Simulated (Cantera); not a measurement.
A Cantera script and what it prints.

```python
import numpy as np
import cantera as ct

gas_names = """
    C CH CH2 CH3 CH2OH CH3O CH4 CH3OH CO CO2 COOH C2 C2H CHCO,ketyl C2H2,acetylene C2H2,vinylidene
    CH2CO,ketene C2H3,vinyl CH3CO,acetyl C2H4 C2H4O,ethylen CH3CHO,ethanal CH3COOH (HCOOH)2 C2H5 C2H6
    CH3OCH3 C2H5OH C2O C3 C3H3,propargyl C3H4,allene C3H4,propyne C3H4,cyclo- C3H5,allyl C3H6,propylene
    C3H6,cyclo- C3H6O C3H7,n-propyl C3H7,i-propyl C3H8 C3H8O,1propanol C3H8O,2propanol C3O2 C4 C4H2
    C4H4,1,3-cyclo- C4H6,butadiene C4H6,2-butyne C4H6,cyclo- C4H8,1-butene C4H8,cis2-buten
    C4H8,tr2-butene C4H8,isobutene C4H8,cyclo- (CH3COOH)2 C4H9,n-butyl C4H9,i-butyl C4H9,s-butyl
    C4H9,t-butyl C4H10,isobutane C4H10,n-butane C5 C5H6,1,3cyclo- C5H8,cyclo- C5H10,1-pentene
    C5H10,cyclo- C5H11,pentyl C5H11,t-pentyl C5H12,n-pentane C5H12,i-pentane CH3C(CH3)2CH3 C6H2
    C6H5,phenyl C6H5O,phenoxy C6H6 C6H5OH,phenol C6H10,cyclo- C6H12,1-hexene C6H12,cyclo- C6H13,n-hexyl
    C7H7,benzyl C7H8 C7H8O,cresol C7H14,1-heptene C7H15,n-heptyl C7H16,n-heptane C8H8,styrene
    C8H10,ethylbenz C8H16,1-octene C8H17,n-octyl C8H18,isooctane C8H18,n-octane C9H19,n-nonyl
    C10H8,naphthale C10H21,n-decyl C12H9,o-bipheny C12H10,bipheny H HCO HO2 H2 HCHO,formaldehy HCOOH H2O
    H2O2 O OH O2 O3 Pb PbO Pb2
""".split()
cond_names = """
    C(gr) C6H6(L) C7H8(L) C8H18(L),n-octa H2O(s) H2O(L) Pb(cr) Pb(L) PbO(rd) PbO(yw) PbO(L) PbO2(s)
    Pb3O4(s)
""".split()


def load(file, names, dense=False):
    # The tables refer to 1 bar. Condensed volumes are neglected.
    table = {s.name: s for s in ct.Species.list_from_file(file)}
    out = []
    for n in names:
        d = dict(table[n].input_data)
        d["thermo"] = dict(d["thermo"], **{"reference-pressure": 1e5})
        if dense:
            d["equation-of-state"] = {"model": "constant-volume", "density": "1e6 g/cm^3"}
        out.append(ct.Species.from_dict(d))
    return out


gas = ct.Solution(thermo="ideal-gas", species=load("nasa_gas.yaml", gas_names))
cond = {s.name: ct.Solution(thermo="fixed-stoichiometry", species=[s], name=s.name)
        for s in load("nasa_condensed.yaml", cond_names, dense=True)}
atoms = {
    'PbO': {'Pb': 1, 'O': 1},
    'CO': {'C': 1, 'O': 1},
    'H2': {'H': 2},
}
top_T = {'C(gr)': 4500, 'Pb3O4(s)': 820}  # K; cautious upper limits of use, not melting points


def equilibrate(T, P, feed):
    n = {}
    for name, mol in feed.items():
        for a, k in atoms[name].items():
            n[a] = n.get(a, 0.0) + k * mol
    gas.TPX = T, P, n
    mass = sum(n.values()) * gas.mean_molecular_weight
    gas.equilibrate("TP")
    valid = [c for c in cond.values() if c.min_temp <= T <= top_T.get(c.name, c.max_temp)]
    mix = ct.Mixture([(gas, mass / gas.mean_molecular_weight)] + [(c, 0.0) for c in valid])
    mix.T, mix.P = T, P
    mix.equilibrate("TP", solver="vcs", rtol=1e-11, max_steps=5000)
    return mix


results = []
T = 1250  # K
P = 13332.2  # Pa
for m in [0.23, 0.32, 0.47, 0.67, 0.96, 1.4, 2, 2.9, 4.1]:
    feed = {'PbO': 1, 'CO': m, 'H2': 0.79}  # mol
    mix = equilibrate(T, P, feed)
    results.append((T, P, feed, dict(zip(mix.species_names, mix.species_moles))))

top = {s: max(r[3][s] / sum(r[3][g] for g in gas_names) for r in results) for s in gas_names}
cols = sorted((s for s in top if top[s] > 1e-06), key=lambda s: -top[s])[:5]
seen = [c for c in cond_names if any(r[3].get(c, 0) > 1e-12 for r in results)]
print("log10 of partial pressures in bar; condensed amounts in mol")
print(f"{'n(CO)':>10s}" + "".join(f"{s[:9]:>10s}" for s in cols + seen))
for T, P, feed, n in results:
    ng = sum(n[g] for g in gas_names)
    print(f"{feed['CO']:10.4g}" + "".join(f"{np.log10(max(n[s] / ng * P / 1e5, 1e-99)):10.3f}" for s in cols)
          + "".join(f"{n.get(c, 0):10.4g}" for c in seen))
```

Output:

```
log10 of partial pressures in bar; condensed amounts in mol
     n(CO)       H2O        CO       CO2        H2        Pb     Pb(L)
      0.23    -0.998    -3.094    -1.538    -2.748    -2.874    0.9896
      0.32    -1.067    -2.307    -1.480    -2.089    -2.874    0.9887
      0.47    -1.168    -1.904    -1.435    -1.831    -2.874    0.9872
      0.67    -1.283    -1.653    -1.417    -1.714    -2.874    0.9852
      0.96    -1.425    -1.461    -1.422    -1.658    -2.874    0.9823
       1.4    -1.600    -1.308    -1.454    -1.648    -2.874    0.9778
         2    -1.790    -1.197    -1.507    -1.674    -2.874    0.9717
       2.9    -2.012    -1.110    -1.584    -1.732    -2.874    0.9626
       4.1    -2.239    -1.048    -1.673    -1.808    -2.874    0.9504
```

These are equilibrium values from Cantera (NASA tables, ideal gas, pure condensed phases), not measurements of a reactor.
